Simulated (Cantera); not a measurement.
A Cantera script and what it prints.

```python
import numpy as np
import cantera as ct

gas_names = """
    C CO CO2 C2 C2O C3 C3O2 C4 C5 Mg MgO Mg2 O O2 O3
""".split()
cond_names = """
    C(gr) Mg(cr) Mg(L) MgCO3(s) MgO(s) MgO(L)
""".split()


def load(file, names, dense=False):
    # The tables refer to 1 bar. Condensed volumes are neglected.
    table = {s.name: s for s in ct.Species.list_from_file(file)}
    out = []
    for n in names:
        d = dict(table[n].input_data)
        d["thermo"] = dict(d["thermo"], **{"reference-pressure": 1e5})
        if dense:
            d["equation-of-state"] = {"model": "constant-volume", "density": "1e6 g/cm^3"}
        out.append(ct.Species.from_dict(d))
    return out


gas = ct.Solution(thermo="ideal-gas", species=load("nasa_gas.yaml", gas_names))
cond = {s.name: ct.Solution(thermo="fixed-stoichiometry", species=[s], name=s.name)
        for s in load("nasa_condensed.yaml", cond_names, dense=True)}
atoms = {
    'MgO': {'Mg': 1, 'O': 1},
    'CO': {'C': 1, 'O': 1},
}
top_T = {'C(gr)': 4500}  # K; cautious upper limits of use, not melting points


def equilibrate(T, P, feed):
    n = {}
    for name, mol in feed.items():
        for a, k in atoms[name].items():
            n[a] = n.get(a, 0.0) + k * mol
    gas.TPX = T, P, n
    mass = sum(n.values()) * gas.mean_molecular_weight
    gas.equilibrate("TP")
    valid = [c for c in cond.values() if c.min_temp <= T <= top_T.get(c.name, c.max_temp)]
    mix = ct.Mixture([(gas, mass / gas.mean_molecular_weight)] + [(c, 0.0) for c in valid])
    mix.T, mix.P = T, P
    mix.equilibrate("TP", solver="vcs", rtol=1e-11, max_steps=5000)
    return mix


results = []
feed = {'MgO': 1, 'CO': 1.7}  # mol
P = 850000  # Pa
for T in [1550, 1625, 1700, 1775, 1850, 1925, 2000, 2075, 2150, 2225, 2300, 2375, 2450]:
    mix = equilibrate(T, P, feed)
    results.append((T, P, feed, dict(zip(mix.species_names, mix.species_moles))))

top = {s: max(r[3][s] / sum(r[3][g] for g in gas_names) for r in results) for s in gas_names}
cols = sorted((s for s in top if top[s] > 1e-05), key=lambda s: -top[s])[:6]
seen = [c for c in cond_names if any(r[3].get(c, 0) > 1e-12 for r in results)]
print("log10 of partial pressures in bar; condensed amounts in mol")
print(f"{'T/K':>10s}" + "".join(f"{s[:9]:>10s}" for s in cols + seen))
for T, P, feed, n in results:
    ng = sum(n[g] for g in gas_names)
    print(f"{T:10.4g}" + "".join(f"{np.log10(max(n[s] / ng * P / 1e5, 1e-99)):10.3f}" for s in cols)
          + "".join(f"{n.get(c, 0):10.4g}" for c in seen))
```

It prints:

```
log10 of partial pressures in bar; condensed amounts in mol
       T/K        CO        Mg       CO2     C(gr)    MgO(s)
      1550     0.928    -6.466    -1.508  0.006192         1
      1625     0.929    -5.507    -1.762  0.003455         1
      1700     0.929    -4.634    -1.992  0.002028         1
      1775     0.929    -3.837    -2.203  0.001224         1
      1850     0.929    -3.107    -2.395 0.0006486    0.9998
      1925     0.929    -2.504    -2.504         0    0.9994
      2000     0.929    -2.275    -2.275         0    0.9989
      2075     0.929    -2.064    -2.064         0    0.9983
      2150     0.928    -1.867    -1.867         0    0.9973
      2225     0.927    -1.685    -1.685         0    0.9959
      2300     0.926    -1.515    -1.515         0    0.9939
      2375     0.925    -1.356    -1.356         0    0.9911
      2450     0.923    -1.207    -1.207         0    0.9875
```

Equilibrium computed with Cantera from the NASA thermochemical tables; the gas is ideal and each condensed phase is pure.
